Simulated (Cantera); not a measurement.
A perfectly stirred reactor is fed with 0.440 % CO, 1.86 % O2, 0.0195 % H2O, 97.7 % N2, at 10.0 bar; it is held at 1250 K, and followed from long to short residence time.

Detailed kinetics in Cantera: GRI-Mech 3.0 (53 species, 325 reactions).

x: mole fraction; the columns are a selection and need not sum to one.

```csv
τ (s),x CO,x O2,x H2O,x O,x HO2,x H
2.5,0.000217,0.0165,0.000195,4.78e-7,3.64e-7,(withheld)
1.1,0.000454,0.0166,0.000195,7.13e-7,5.63e-7,(withheld)
0.45,0.000931,0.0169,0.000195,1.04e-6,8.28e-7,(withheld)
0.19,0.00166,0.0172,0.000195,1.37e-6,1.09e-6,(withheld)
0.082,0.00253,0.0176,0.000194,1.66e-6,1.31e-6,(withheld)
0.035,0.00334,0.0180,0.000194,1.84e-6,1.44e-6,2.35e-8
0.015,0.00388,0.0183,0.000194,1.89e-6,1.47e-6,2.53e-8
0.0063,0.00419,0.0185,0.000194,1.78e-6,1.38e-6,2.37e-8
0.0027,0.00433,0.0185,0.000195,1.42e-6,1.11e-6,(withheld)
0.0011,0.00439,0.0186,0.000195,4.17e-7,3.16e-7,(withheld)
0.00049,0.00440,0.0186,0.000195,3.29e-8,1.29e-8,1.63e-10
```

**Question.** Some entries are withheld; supply them.

**Answer.** 
- 2.5, x H: 2.26e-9
- 1.1, x H: 4.27e-9
- 0.45, x H: 7.99e-9
- 0.19, x H: 1.32e-8
- 0.082, x H: 1.90e-8
- 0.0027, x H: 1.77e-8
- 0.0011, x H: 3.97e-9
